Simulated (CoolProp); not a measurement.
Cyclohexane along the isotherm 620 K: fugacity coefficient from the reference equation and from simpler models built on Tc = 553.6 K, pc = 40.81 bar, ω = 0.209; each cubic takes its own stable root.

Model: reference Helmholtz-energy equation of state, Zhou 2014, in CoolProp.

```json
[
 {"p (bar)": "1.28", "phase": "gas", "reference": "0.9926", "van der Waals": "0.9930", "Peng-Robinson": "0.9917"},
 {"p (bar)": "2.55", "phase": "gas", "reference": "0.9853", "van der Waals": "0.9860", "Peng-Robinson": "0.9834"},
 {"p (bar)": "3.83", "phase": "gas", "reference": "0.9779", "van der Waals": "0.9790", "Peng-Robinson": "0.9752"},
 {"p (bar)": "5.1", "phase": "gas", "reference": "0.9706", "van der Waals": "0.9720", "Peng-Robinson": "0.9671"},
 {"p (bar)": "6.38", "phase": "gas", "reference": "0.9633", "van der Waals": "0.9650", "Peng-Robinson": "0.9589"},
 {"p (bar)": "7.65", "phase": "gas", "reference": "(withheld)", "van der Waals": "0.9581", "Peng-Robinson": "0.9509"},
 {"p (bar)": "8.93", "phase": "gas", "reference": "0.9488", "van der Waals": "0.9511", "Peng-Robinson": "0.9429"},
 {"p (bar)": "10.2", "phase": "gas", "reference": "0.9416", "van der Waals": "0.9442", "Peng-Robinson": "0.9350"},
 {"p (bar)": "11.5", "phase": "gas", "reference": "0.9343", "van der Waals": "0.9371", "Peng-Robinson": "0.9269"},
 {"p (bar)": "12.8", "phase": "gas", "reference": "0.9270", "van der Waals": "0.9301", "Peng-Robinson": "0.9189"},
 {"p (bar)": "14", "phase": "gas", "reference": "(withheld)", "van der Waals": "0.9235", "Peng-Robinson": "(withheld)"},
 {"p (bar)": "15.3", "phase": "gas", "reference": "(withheld)", "van der Waals": "0.9165", "Peng-Robinson": "0.9036"},
 {"p (bar)": "16.6", "phase": "gas", "reference": "0.9058", "van der Waals": "0.9095", "Peng-Robinson": "0.8957"},
 {"p (bar)": "17.9", "phase": "gas", "reference": "(withheld)", "van der Waals": "0.9024", "Peng-Robinson": "0.8879"},
 {"p (bar)": "19.1", "phase": "gas", "reference": "0.8919", "van der Waals": "0.8959", "Peng-Robinson": "0.8807"},
 {"p (bar)": "20.4", "phase": "gas", "reference": "0.8848", "van der Waals": "0.8889", "Peng-Robinson": "0.8729"}
]
```

Fill in the missing entries.


- 7.65, reference: 0.9561
- 14, reference: 0.9203
- 14, Peng-Robinson: 0.9115
- 15.3, reference: 0.9130
- 17.9, reference: 0.8986
